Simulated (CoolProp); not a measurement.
Vapour-liquid equilibrium of hydrogen sulfide (1) + n-butane (2) at -25.75 °C; x and y are mole fractions of (1).

Computed with CoolProp (multi-fluid Helmholtz-energy mixture model, Lemmon 2006 and Bücker 2006; pair parameters Kunz 2012).

Question: Give the bubble pressure and the first vapour's composition at x = 0.05, 0.2, 0.5. Is there an azeotrope?

Answer: x = 0.05: 0.8820 bar, y = 0.618; x = 0.2: 2.105 bar, y = 0.855; x = 0.5: 3.329 bar, y = 0.925. No azeotrope shows between x = 0.05 and 0.95.

The pair parameters rest on a limited set of measurements; away from them the model extrapolates. With so large a gap from Raoult's law the liquid may split in two, which this calculation doesn't test in full.
